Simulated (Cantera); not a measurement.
An isothermal, constant-pressure homogeneous reactor starts with NO : N2 = 1 : 4.6 (molar parts), at 1550 K and 2100 Pa. Integrator tolerance rtol = 1e-08.

Cantera simulation using GRI-Mech 3.0 (53 species, 325 reactions); the numbers are that mechanism's predictions, not measurements. Radical loss at walls, strong at low pressure, is not modelled.

What does this change do: temperature 1550 to 1998 K?


```tsv
quantity	before	after
x(NO) at 70.0 s	0.177 (gas-phase equilibrium 0.00109)	0.00754 (gas-phase equilibrium 0.00525)
x(O) at 70.0 s	2.79e-6 (gas-phase equilibrium 1.62e-5)	0.00133 (gas-phase equilibrium 0.00134)
x(N2O) at 70.0 s	1.03e-5 (gas-phase equilibrium 1.02e-8)	5.44e-8 (gas-phase equilibrium 4.59e-8)
x(NO2) at 70.0 s	9.94e-6 (gas-phase equilibrium 4.72e-7)	1.20e-6 (gas-phase equilibrium 8.41e-7)
x(O2) at 70.0 s	0.000841 (gas-phase equilibrium 0.0887)	0.0848 (gas-phase equilibrium 0.0859)
x(N2) at 70.0 s	0.822 (gas-phase equilibrium 0.910)	0.906 (gas-phase equilibrium 0.907)
```
